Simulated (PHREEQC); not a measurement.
Solution (20 °C): 19 mmol/kgw NiCl2, 0.33 mmol/kgw KCl and 0.045 mmol/kgw MnSO4. Closed to the air; pH follows from the charge balance.

Computed with PHREEQC (ion-association model, wateq4f.dat).

No solid was allowed to form.

Estimate the pH.

pH 6.04.

In which forms is Cl present?

Cl- 98 %, NiCl+ 2.0 % of the Cl.
